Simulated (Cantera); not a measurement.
Input: 1 mol C, 0.27 mol H₂O, 9.6 mol H₂, held at 1902 °C and 13300 Pa.

These are equilibrium values from Cantera (NASA tables, ideal gas, pure condensed phases), not measurements of a reactor. Candidate condensed phases: C, C₆H₆, C₇H₈, C₈H₁₈, H₂O; 110 gas species. The numbers say what is thermodynamically allowed, not how fast it happens.

Problem. What is the equilibrium state?

Solution. 
```json
{
  "x(H₂)": "0.958",
  "x(CO)": "0.0265",
  "x(H)": "0.0131",
  "x(C₂H₂ (acetylene))": "0.00214",
  "x(CH₄)": "3.40e-5",
  "x(CH₃)": "8.93e-6",
  "x(C₄H₂)": "1.94e-6",
  "n(C(graphite))": "0.686 mol",
  "gas_amount": "10.21 mol"
}
```
